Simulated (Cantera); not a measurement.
What does this Cantera script print?

```python
import numpy as np
import cantera as ct

gas_names = [...]  # 116 gases of nasa_gas.yaml made of C, H, Mg, O
cond_names = """
    C(gr) C6H6(L) C7H8(L) C8H18(L),n-octa H2O(s) H2O(L) Mg(cr) Mg(L) MgCO3(s) MgO(s) MgO(L) MgO2H2(s)
""".split()


# ... load() reads the species with a 1 bar reference pressure and builds the phases ...
atoms = {
    'MgCO3': {'Mg': 1, 'C': 1, 'O': 3},
    'H2': {'H': 2},
    'CO2': {'C': 1, 'O': 2},
}
top_T = {'C(gr)': 4500}  # K; cautious upper limits of use, not melting points


# ... equilibrate(T, P, feed) seeds the gas with the atoms and calls Mixture.equilibrate('TP', solver="vcs", rtol=1e-11, max_steps=5000) ...
results = []
feed = {'MgCO3': 1, 'H2': 0.17, 'CO2': 5.1}  # mol
T = 1925  # K
P = 100  # Pa
mix = equilibrate(T, P, feed)
results.append((T, P, feed, dict(zip(mix.species_names, mix.species_moles))))
print(gas.report(threshold=0.001))
for i in range(1, mix.n_phases):
    print(f"{mix.phase(i).name:16s} {mix.phase_moles(i):12.5e} mol")
```

Result:

```
       temperature   1925 K
          pressure   100 Pa
           density   0.00025752 kg/m^3
  mean mol. weight   41.217 kg/kmol
   phase of matter   gas

                          1 kg             1 kmol
                     ---------------   ---------------
          enthalpy       -6.3908e+06       -2.6341e+08  J
   internal energy       -6.7791e+06       -2.7941e+08  J
           entropy            8773.6        3.6162e+05  J/K
    Gibbs function        -2.328e+07       -9.5953e+08  J
 heat capacity c_p            1374.5             56655  J/K
 heat capacity c_v            1172.8             48340  J/K

                      mass frac. Y      mole frac. X     chem. pot. / RT
                     ---------------   ---------------   ---------------
                CO          0.066504          0.097861           -43.711
               CO2           0.89409           0.83737           -63.158
               H2O          0.010406          0.023808           -53.059
                 O        0.00084237         0.0021701           -19.447
                OH         0.0010096         0.0024468           -36.253
                O2          0.027005          0.034785           -38.895
     [ +110 minor]        0.00013829         0.0015583

C(gr)             0.00000e+00 mol
Mg(L)             0.00000e+00 mol
MgO(s)            9.99066e-01 mol
```

These are equilibrium values from Cantera (NASA tables, ideal gas, pure condensed phases), not measurements of a reactor.
